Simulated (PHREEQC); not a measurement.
Synthetic water in mg/kgw, 80 °C, pH 7.01, pe 1.3: Na 1490; K 138; Ca 358; Mg 90.5; Cl 3320; S(6) as SO4 162; Alkalinity as HCO3 12.7; Mn(2) 3.56; F 5.7.

Valence states are taken as typed.

The numbers come from PHREEQC with the ion-association model, phreeqc.dat.

Each row changes one thing in this solution. This is a speciation only: nothing precipitates in the calculation.

```json
[
 {"case": "as made", "SO4-2 (mol/kgw)": "0.000992", "MgSO4 (mol/kgw)": "0.000297", "CaSO4 (mol/kgw)": "0.000237", "HCO3- (mol/kgw)": "0.000175", "NaSO4- (mol/kgw)": "0.000140", "MgF+ (mol/kgw)": "4.53e-5", "SI of Fluorite (CaF2)": "+0.21", "SI of Rhodochrosite (MnCO3)": "-0.41"},
 {"case": "Alkalinity from 12.7 to 6.35 mg/kgw", "SO4-2 (mol/kgw)": "0.000992", "MgSO4 (mol/kgw)": "0.000297", "CaSO4 (mol/kgw)": "0.000237", "HCO3- (mol/kgw)": "___", "NaSO4- (mol/kgw)": "0.000140", "MgF+ (mol/kgw)": "4.54e-5", "SI of Fluorite (CaF2)": "+0.21", "SI of Rhodochrosite (MnCO3)": "-0.73"},
 {"case": "temperature from 80 to 90 °C at the same typed pH", "SO4-2 (mol/kgw)": "0.000967", "MgSO4 (mol/kgw)": "0.000327", "CaSO4 (mol/kgw)": "0.000232", "HCO3- (mol/kgw)": "___", "NaSO4- (mol/kgw)": "0.000139", "MgF+ (mol/kgw)": "4.90e-5", "SI of Fluorite (CaF2)": "+0.15", "SI of Rhodochrosite (MnCO3)": "-0.43"}
]
```

### Question
Some entries are withheld; supply them.

### Answer

- Alkalinity from 12.7 to 6.35 mg/kgw, HCO3- (mol/kgw): 8.41e-5
- temperature from 80 to 90 °C at the same typed pH, HCO3- (mol/kgw): 0.000167

Complexes and solids missing from the database can't appear. Some of these states are supersaturated (in Fluorite, for instance). At this temperature some constants are extrapolated from 25 °C, and those without enthalpy data are left unchanged.
